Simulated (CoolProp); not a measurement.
A single-stage vapour-compression cycle with CH3F (R41): evaporating at 197.15 K (dew point), condensing at 229.15 K (bubble point), superheat 2 K, subcooling 5 K, compressor efficiency 0.65, no pressure losses. Each further row changes one setting.

Values from CoolProp's reference Helmholtz-energy equation of state, Lemmon 2006. It is a short technical equation, of lower accuracy than the large ones.

| case | cooling COP | pressure ratio | discharge temperature (K) | refrigerating effect (kJ/kg) | volumetric capacity (kJ/m³) |
|---|---|---|---|---|---|
| as stated | 3.47 | 4.29 | 316.3 | 430 | 1060 |
| evaporating temperature 202.15 K | 4.33 | 3.30 | 299.2 | 433 | 1370 |
| condensing temperature 224.15 K | 4.22 | 3.52 | 298.6 | 440 | 1090 |
| subcooling 10 K | 3.56 | 4.29 | 316.3 | 440 | 1090 |
| superheat 12 K | 3.37 | 4.29 | 332.3 | 442 | 1030 |
| compressor efficiency 0.55 | 2.94 | 4.29 | 335.0 | 430 | 1060 |
